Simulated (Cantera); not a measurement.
A closed system holds: 1 mol Si, 3.5 mol Cl₂, at 1077 °C and 3.60 mbar.

Method: chemical equilibrium by Gibbs-energy minimisation in Cantera with the NASA 1993 tables (ideal gas, pure condensed phases). The tables' values for SiCl₃ are old estimates; treat these amounts as uncertain. Equilibrium is a limit: real reactors are often held back by kinetics, nucleation or transport.

| species | before | after |
|---|---|---|
| Cl | 0.209 | 0.609 |
| SiCl₄ | 0.358 | 0.276 |
| Cl₂ | 0.433 | 0.113 |
| SiCl₂ | 9.34e-9 | 2.16e-5 |
| SiCl₃ | 2.59e-5 | 0.00155 |
Gas species are given as mole fractions.

Question: Name the change that produced these shifts.
(A) temperature from 1077 °C to 500 °C
(B) temperature from 1077 °C to 302 °C
(C) temperature from 1077 °C to 800 °C
(D) temperature from 1077 °C to 1325 °C

Answer: D, temperature from 1077 °C to 1325 °C
